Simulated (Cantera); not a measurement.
What does this Cantera script print?

```python
import numpy as np
import cantera as ct

gas = ct.Solution("gri30.yaml")
gas.TPX = 1323, 170000, {'CH4': 1, 'O2': 6.25, 'N2': 23.5}
reactor = ct.IdealGasReactor(gas, energy="on", clone=False)
net = ct.ReactorNet([reactor])
net.rtol, net.atol = 1e-08, 1e-16
show = ['CH4', 'O2', 'CO', 'HO2', 'CH2', 'H2']
times = np.geomspace(2e-06, 0.9, 16)

steps = ct.SolutionArray(gas, extra=["t"])
rows = []
print(f"{'t/s':>10s}{'T/K':>9s}{'P/Pa':>11s}" + "".join(f"{s:>11s}" for s in show))
for t in times:
    while net.time < t:
        t_next = net.step()
        steps.append(gas.state, t=t_next)
    rows.append([np.interp(t, steps.t, y) for y in (steps.T, steps.P, *steps(*show).X.T)])
    print(f"{t:10.3e}{rows[-1][0]:9.1f}{rows[-1][1]:11.4g}" + "".join(f"{x:11.3e}" for x in rows[-1][2:]))
rate = np.gradient(steps.T, steps.t)
print("integrator steps:", len(steps.t))
if steps.T.max() > steps.T[0] + 200:
    print(f"time of steepest temperature rise: {steps.t[rate.argmax()]:.4e} s")
gas.TPX = 1323, 170000, {'CH4': 1, 'O2': 6.25, 'N2': 23.5}
gas.equilibrate("UV")
print(f"equilibrium (UV): T = {gas.T:.1f} K  " + "  ".join(f"{s} {gas[s].X[0]:.3e}" for s in show))
```

It prints:

```
       t/s      T/K       P/Pa        CH4         O2         CO        HO2        CH2         H2
 2.000e-06   1323.0    1.7e+05  3.252e-02  2.033e-01  2.380e-15  8.446e-09  1.042e-17  1.122e-10
 4.763e-06   1323.0    1.7e+05  3.252e-02  2.033e-01  3.275e-14  2.010e-08  4.682e-17  3.343e-10
 1.134e-05   1323.0    1.7e+05  3.252e-02  2.033e-01  4.347e-13  4.770e-08  1.924e-16  9.288e-10
 2.702e-05   1323.0    1.7e+05  3.252e-02  2.033e-01  5.942e-12  1.126e-07  9.794e-16  2.718e-09
 6.435e-05   1323.0    1.7e+05  3.252e-02  2.033e-01  8.615e-11  2.623e-07  6.408e-15  9.342e-09
 1.533e-04   1323.0    1.7e+05  3.252e-02  2.033e-01  1.421e-09  5.915e-07  5.821e-14  4.275e-08
 3.650e-04   1323.0    1.7e+05  3.251e-02  2.032e-01  3.260e-08  1.210e-06  9.480e-13  3.084e-07
 8.694e-04   1323.3    1.7e+05  3.245e-02  2.032e-01  1.529e-06  2.099e-06  2.374e-11  3.988e-06
 2.071e-03   1327.7  1.706e+05  3.179e-02  2.028e-01  7.658e-05  8.610e-06  2.810e-10  6.355e-05
 4.931e-03   2198.1  2.828e+05  6.061e-22  1.372e-01  3.089e-04  4.406e-06  1.234e-21  1.156e-04
 1.174e-02   2197.2  2.827e+05  5.698e-22  1.370e-01  3.071e-04  4.387e-06  9.887e-22  1.150e-04
 2.797e-02   2195.0  2.824e+05  5.481e-22  1.367e-01  3.031e-04  4.345e-06  9.381e-22  1.137e-04
 6.662e-02   2190.4  2.818e+05  5.050e-22  1.358e-01  2.949e-04  4.258e-06  8.390e-22  1.110e-04
 1.587e-01   2182.7  2.808e+05  4.399e-22  1.345e-01  2.817e-04  4.116e-06  6.939e-22  1.066e-04
 3.779e-01   2175.4  2.798e+05  3.844e-22  1.332e-01  2.695e-04  3.983e-06  5.755e-22  1.024e-04
 9.000e-01   2173.1  2.795e+05  3.682e-22  1.327e-01  2.657e-04  3.942e-06  5.422e-22  1.012e-04
integrator steps: 1817
time of steepest temperature rise: 3.2463e-03 s
equilibrium (UV): T = 2173.0 K  CH4 5.771e-22  O2 1.327e-01  CO 2.656e-04  HO2 3.941e-06  CH2 1.314e-21  H2 1.011e-04
```

Detailed kinetics in Cantera: GRI-Mech 3.0 (53 species, 325 reactions).
